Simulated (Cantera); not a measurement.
Input (Python, Cantera) and output of one run.

```python
import numpy as np
import cantera as ct

gas_names = """
    H HO2 H2 H2O H2O2 O OH O2 O3 V VO VO2
""".split()
cond_names = """
    H2O(s) H2O(L) V(cr) V(L) VO(s) VO(L) V2O3(s) V2O3(L) V2O4(I) V2O4(II) V2O4(L) V2O5(s) V2O5(L)
""".split()


# ... load() reads the species with a 1 bar reference pressure and builds the phases ...
atoms = {
    'V2O3': {'V': 2, 'O': 3},
    'H2': {'H': 2},
    'H2O': {'H': 2, 'O': 1},
}
top_T = {}  # K; cautious upper limits of use, not melting points


# ... equilibrate(T, P, feed) seeds the gas with the atoms and calls Mixture.equilibrate('TP', solver="gibbs", rtol=1e-10, max_steps=50000) ...
results = []
feed = {'V2O3': 1, 'H2': 16, 'H2O': 0.23}  # mol
T = 2123.15  # K
for P in [10, 68, 460, 3200, 22000, 150000, 1000000]:
    mix = equilibrate(T, P, feed)
    results.append((T, P, feed, dict(zip(mix.species_names, mix.species_moles))))
    x = sorted(zip(gas.X, gas.species_names), reverse=True)
    print(f"T = {T:g} K  P = {P:g} Pa  gas = {mix.phase_moles(0):.4g} mol")
    print("   x: " + "  ".join(f"{s} {v:.3e}" for v, s in x if v > 1e-05))
    print("   condensed (mol): " + ("  ".join(f"{mix.phase(i).name} {mix.phase_moles(i):.4g}"
          for i in range(1, mix.n_phases) if mix.phase_moles(i) > 1e-12) or "none"))
```

It prints:

```
T = 2123.15 K  P = 10 Pa  gas = 21.23 mol
   x: H2 6.175e-01  H 2.822e-01  VO2 5.451e-02  VO 3.700e-02  H2O 5.685e-03  V 2.688e-03  OH 3.213e-04  O 1.041e-04
   condensed (mol): none
T = 2123.15 K  P = 68 Pa  gas = 18.61 mol
   x: H2 7.945e-01  H 1.227e-01  VO2 5.026e-02  H2O 1.601e-02  VO 1.558e-02  V 5.171e-04  OH 3.059e-04  O 3.352e-05
   condensed (mol): VO(L) 0.765
T = 2123.15 K  P = 460 Pa  gas = 17.01 mol
   x: H2 8.846e-01  H 4.980e-02  H2O 4.441e-02  VO2 1.851e-02  VO 2.304e-03  OH 3.092e-04  V 3.069e-05  O 1.234e-05
   condensed (mol): VO(L) 1.336  V2O3(s) 0.1548
T = 2123.15 K  P = 3200 Pa  gas = 16.44 mol
   x: H2 9.308e-01  H2O 4.672e-02  H 1.937e-02  VO2 2.660e-03  VO 3.312e-04  OH 1.202e-04
   condensed (mol): VO(L) 1.118  V2O3(s) 0.4162
T = 2123.15 K  P = 22000 Pa  gas = 16.3 mol
   x: H2 9.447e-01  H2O 4.742e-02  H 7.441e-03  VO2 3.869e-04  VO 4.817e-05  OH 4.620e-05
   condensed (mol): VO(L) 1.093  V2O3(s) 0.4501
T = 2123.15 K  P = 150000 Pa  gas = 16.25 mol
   x: H2 9.494e-01  H2O 4.766e-02  H 2.857e-03  VO2 5.675e-05  OH 1.774e-05
   condensed (mol): VO(L) 1.091  V2O3(s) 0.4541
T = 2123.15 K  P = 1e+06 Pa  gas = 16.24 mol
   x: H2 9.511e-01  H2O 4.775e-02  H 1.107e-03
   condensed (mol): VO(L) 1.091  V2O3(s) 0.4544
```

Method: chemical equilibrium by Gibbs-energy minimisation in Cantera with the NASA 1993 tables (ideal gas, pure condensed phases). Mutual solubility and eutectic melting of coexisting phases are not modelled. VO: taken at fixed stoichiometry. Condensed phases not in the tables: the oxides between V2O3 and V2O5 other than VO2.
